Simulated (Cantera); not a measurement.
Feed: 1 mol n-butane, 0.27 mol NH₃, equilibrated at 2450 K and 16.0 Pa.

These are equilibrium values from Cantera (NASA tables, ideal gas, pure condensed phases), not measurements of a reactor. Candidate condensed phases: C, C₆H₆, C₇H₈, C₈H₁₈; 92 gas species. The numbers say what is thermodynamically allowed, not how fast it happens.

**Question.** What is the equilibrium state?

**Answer.** 
* **x(H)**: 0.753
* **x(H₂)**: 0.225
* **x(N₂)**: 0.0130
* **x(HCN)**: 0.00336
* **x(C₂H₂ (acetylene))**: 0.00196
* **x(C₃)**: 0.00140
* **x(CN)**: 0.000607
* **x(C)**: 0.000516
* **x(C₂H)**: 0.000423
* **n(C(graphite))**: 3.87 mol
* **gas amount**: 8.924 mol
